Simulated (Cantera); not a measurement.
An isothermal, constant-pressure homogeneous reactor starts with NH₃ : N₂ = 1 : 23 (molar parts), at 2373 K and 0.938 atm.

Cantera simulation using the gas-phase N/H chemistry of the illustrative SiF4/NH3 mechanism in the Surface Chemkin manual (1991); the numbers are that mechanism's predictions, not measurements. Walls and surfaces, which speed up NH3 decomposition in real reactors, are not modelled.

One state of this run: x NH₃ = 1.55e-7; x N₂ = 0.938; x H₂ = 0.0582; x N₂H₄ = <1e-12; x NH = 3.58e-8. x: mole fraction; the columns are a selection and need not sum to one.

Question: Which value of t (s) does it belong to?
A. 20.0
B. 0.000565
C. 0.0185
D. 3.00e-6

Answer: A, 20.0
